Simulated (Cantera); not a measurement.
Feed: 1 mol CH₂F₂, 0.99 mol CH₄, at 0.210 bar.

Cantera equilibrium calculation (NASA polynomials, part measured and part estimated; ideal gas, pure solids and liquids). Candidate condensed phases: C, C₆H₆, C₇H₈, C₈H₁₈; 95 gas species. Rates play no part.

**Question.** What share of the C ends up in condensed phases as a function of T (°C), at 2075, 2175, 2275, 2375, 2475, 2575, 2675, 2775, 2875, 2975, 3075, 3175?

**Answer.** 
```json
[
 {"T (°C)": "2075", "C condensed (%)": "98.9", "as": "C(graphite)"},
 {"T (°C)": "2175", "C condensed (%)": "98.3", "as": "C(graphite)"},
 {"T (°C)": "2275", "C condensed (%)": "97.5", "as": "C(graphite)"},
 {"T (°C)": "2375", "C condensed (%)": "96.3", "as": "C(graphite)"},
 {"T (°C)": "2475", "C condensed (%)": "94.8", "as": "C(graphite)"},
 {"T (°C)": "2575", "C condensed (%)": "92.8", "as": "C(graphite)"},
 {"T (°C)": "2675", "C condensed (%)": "90.1", "as": "C(graphite)"},
 {"T (°C)": "2775", "C condensed (%)": "86.1", "as": "C(graphite)"},
 {"T (°C)": "2875", "C condensed (%)": "79.3", "as": "C(graphite)"},
 {"T (°C)": "2975", "C condensed (%)": "66.1", "as": "C(graphite)"},
 {"T (°C)": "3075", "C condensed (%)": "37.3", "as": "C(graphite)"},
 {"T (°C)": "3175", "C condensed (%)": "0.0", "as": "-"}
]
```
